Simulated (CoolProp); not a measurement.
Properties of R152A along the isobar 0.101 MPa (Tc = 386.4 K, pc = 4.517 MPa, ω = 0.275).

Computed with CoolProp (reference Helmholtz-energy equation of state, Outcalt 1996). It is a modified Benedict-Webb-Rubin equation, recast in Helmholtz form.

```
T (K)  phase  cp (kJ/(kg K))  viscosity (µPa s)  Prandtl number  fugacity coefficient
-----  -----  --------------  -----------------  --------------  --------------------
257.9    gas          0.9860               9.59           0.922                0.9640
276.5    gas           1.013               10.3           0.865                0.9723
295.1    gas           1.045               11.0           0.830                0.9782
313.8    gas           1.081               11.7           0.808                0.9825
332.4    gas           1.119               12.4           0.795                0.9858
351      gas           1.158               13.1           0.787                0.9883
369.6    gas           1.198               13.8           0.783                0.9902
388.3    gas           1.238               14.5           0.782                0.9918
406.9    gas           1.278               15.1           0.783                0.9931
425.5    gas           1.317               15.8           0.785                0.9941
444.1    gas           1.355               16.5           0.787                0.9950
462.8    gas           1.394               17.1           0.790                0.9957
481.4    gas           1.430               17.7           0.793                0.9963
500      gas           1.466               18.3           0.796                0.9968
```

Viscosity comes from a separate model (Bell 2016), an estimate that may be off by 10 % or more. Thermal conductivity comes from a separate model (Krauss 1996).
